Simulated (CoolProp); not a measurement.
A simple Rankine cycle with p-xylene: condensing at 332.15 K, boiler at 0.119 MPa, turbine inlet 432.6 K, turbine efficiency 0.8, pump efficiency 0.6, no recuperator. Each further row changes one setting.

Values from CoolProp's reference Helmholtz-energy equation of state, Zhou 2012.

```json
[
 {"case": "as stated", "thermal efficiency (%)": "13.6", "net work (kJ/kg)": "71.5", "heat in (kJ/kg)": "527", "turbine exit temperature (K)": "384.6", "volume ratio over the turbine": "16.8"},
 {"case": "turbine inlet 452.6 K", "thermal efficiency (%)": "13.4", "net work (kJ/kg)": "75.3", "heat in (kJ/kg)": "563", "turbine exit temperature (K)": "404.8", "volume ratio over the turbine": "16.8"},
 {"case": "condensing temperature 324.15 K", "thermal efficiency (%)": "14.7", "net work (kJ/kg)": "79.9", "heat in (kJ/kg)": "542", "turbine exit temperature (K)": "378.9", "volume ratio over the turbine": "23.9"},
 {"case": "boiler pressure 0.0833 MPa", "thermal efficiency (%)": "12.0", "net work (kJ/kg)": "63.6", "heat in (kJ/kg)": "529", "turbine exit temperature (K)": "390.9", "volume ratio over the turbine": "11.8"},
 {"case": "turbine efficiency 0.7", "thermal efficiency (%)": "11.9", "net work (kJ/kg)": "62.5", "heat in (kJ/kg)": "527", "turbine exit temperature (K)": "390.4", "volume ratio over the turbine": "17.1"}
]
```
